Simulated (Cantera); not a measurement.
Charge: 1 mol BN, 220 mol H2, equilibrated at 1.10 mbar.

Equilibrium computed with Cantera from the NASA thermochemical tables; the gas is ideal and each condensed phase is pure. Candidate condensed phases: B, BN; 15 gas species. Mutual solubility and eutectic melting of coexisting phases are not modelled. The numbers say what is thermodynamically allowed, not how fast it happens.

Task: Which condensed phases are stable at each of these points (T (K)): 848, 948, 1048, 1148, 1248, 1348, 1448, 1548, 1648, 1748, 1848, 1948?

Result: 
```json
[
 {"T (K)": "848", "condensed phases": "BN(s)", "B condensed (%)": "100.0"},
 {"T (K)": "948", "condensed phases": "BN(s)", "B condensed (%)": "100.0"},
 {"T (K)": "1048", "condensed phases": "BN(s)", "B condensed (%)": "100.0"},
 {"T (K)": "1148", "condensed phases": "BN(s)", "B condensed (%)": "100.0"},
 {"T (K)": "1248", "condensed phases": "BN(s)", "B condensed (%)": "100.0"},
 {"T (K)": "1348", "condensed phases": "BN(s)", "B condensed (%)": "100.0"},
 {"T (K)": "1448", "condensed phases": "BN(s)", "B condensed (%)": "99.9"},
 {"T (K)": "1548", "condensed phases": "B(s) + BN(s)", "B condensed (%)": "99.6"},
 {"T (K)": "1648", "condensed phases": "B(s) + BN(s)", "B condensed (%)": "99.1"},
 {"T (K)": "1748", "condensed phases": "B(s) + BN(s)", "B condensed (%)": "98.0"},
 {"T (K)": "1848", "condensed phases": "B(s)", "B condensed (%)": "95.8"},
 {"T (K)": "1948", "condensed phases": "B(s)", "B condensed (%)": "91.3"}
]
```

From 848 K to 1448 K the condensed part is BN(s). From 1548 K to 1748 K the condensed part is B(s) + BN(s). From 1848 K to 1948 K the condensed part is B(s).
